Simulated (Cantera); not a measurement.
Standard-state values (1 bar) from the NASA 1993 polynomials, evaluated with Cantera. Values are per mole of reaction as written; species without (g) are pure solids or liquids, kept so even where they would boil at 1 bar.

### Question
Between 2773 and 2873 K, where is each reaction favourable under standard conditions?
- 3 O2(g) + 8 TiCl3(g) + 2 Ti2O3 → 12 TiOCl2(g)
- 12 Cl(g) + 7 TiO(g) → Ti4O7 + 3 TiCl4(g)

### Answer
- 3 O2(g) + 8 TiCl3(g) + 2 Ti2O3 → 12 TiOCl2(g): ΔG° is -343 kJ at 2773 K and -368 kJ at 2873 K; it stays negative (K > 1). ΔH° is 334 kJ and ΔS° 244 J/K at 2873 K.
- 12 Cl(g) + 7 TiO(g) → Ti4O7 + 3 TiCl4(g): ΔG° is -1343 kJ at 2773 K and -1138 kJ at 2873 K; it stays negative (K > 1). ΔH° is -7018 kJ and ΔS° -2047 J/K at 2873 K.
